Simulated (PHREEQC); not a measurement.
## Polishing slurry liquid (model solution)

Dissolve 0.0087 mol H2SO4 per kg of water at 25 °C. Closed to the air; pH follows from the charge balance.

Equilibrium calculation in PHREEQC: ion-association model, wateq4f.dat.

Precipitation was switched off in this run.

Question: Estimate the pH, ionic strength.

Answer: pH 1.92; ionic strength 0.0184 mol/kgw.

Question: In which forms is S present?

Answer: SO4-2 56 %, HSO4- 44 % of the S.
